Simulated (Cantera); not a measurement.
A Cantera script and its output.

```python
import numpy as np
import cantera as ct

gas = ct.Solution("gri30.yaml")
gas.TPX = 1448, 1333, {'H2': 0.039, 'O2': 1}
reactor = ct.IdealGasConstPressureReactor(gas, energy="off", clone=False)
net = ct.ReactorNet([reactor])
net.rtol, net.atol = 1e-08, 1e-18
show = ['H2', 'O2', 'HO2', 'OH', 'O']
times = np.geomspace(0.0002, 20, 9)

steps = ct.SolutionArray(gas, extra=["t"])
rows = []
print(f"{'t/s':>10s}{'T/K':>9s}{'P/Pa':>11s}" + "".join(f"{s:>11s}" for s in show))
for t in times:
    while net.time < t:
        t_next = net.step()
        steps.append(gas.state, t=t_next)
    rows.append([np.interp(t, steps.t, y) for y in (steps.T, steps.P, *steps(*show).X.T)])
    print(f"{t:10.3e}{rows[-1][0]:9.1f}{rows[-1][1]:11.4g}" + "".join(f"{x:11.3e}" for x in rows[-1][2:]))
rate = np.gradient(steps.T, steps.t)
print("integrator steps:", len(steps.t))
if steps.T.max() > steps.T[0] + 200:
    print(f"time of steepest temperature rise: {steps.t[rate.argmax()]:.4e} s")
gas.TPX = 1448, 1333, {'H2': 0.039, 'O2': 1}
gas.equilibrate("TP")
print(f"equilibrium (TP): T = {gas.T:.1f} K  " + "  ".join(f"{s} {gas[s].X[0]:.3e}" for s in show))
```

It prints:

```
       t/s      T/K       P/Pa         H2         O2        HO2         OH          O
 2.000e-04   1448.0       1333  3.753e-02  9.625e-01  3.204e-07  6.926e-07  7.889e-07
 8.434e-04   1448.0       1333  3.588e-02  9.611e-01  1.279e-06  7.502e-04  8.863e-04
 3.557e-03   1448.0       1333  4.883e-04  9.293e-01  1.249e-06  5.064e-03  2.903e-02
 1.500e-02   1448.0       1333  4.510e-04  9.320e-01  1.211e-06  4.874e-03  2.659e-02
 6.325e-02   1448.0       1333  3.289e-04  9.404e-01  1.061e-06  4.181e-03  1.889e-02
 2.667e-01   1448.0       1333  1.176e-04  9.540e-01  6.318e-07  2.517e-03  6.477e-03
 1.125e+00   1448.0       1333  1.548e-05  9.605e-01  1.728e-07  9.172e-04  8.323e-04
 4.743e+00   1448.0       1333  1.519e-06  9.615e-01  6.137e-08  2.877e-04  8.104e-05
 2.000e+01   1448.0       1333  3.415e-07  9.617e-01  8.402e-08  1.365e-04  1.821e-05
integrator steps: 1363
equilibrium (TP): T = 1448.0 K  H2 3.126e-07  O2 9.617e-01  HO2 8.685e-08  OH 1.306e-04  O 1.667e-05
```

Detailed kinetics in Cantera: GRI-Mech 3.0 (53 species, 325 reactions). Radical loss at walls, strong at low pressure, is not modelled. The temperature is held fixed by assumption; the heat of reaction is taken as removed at once.
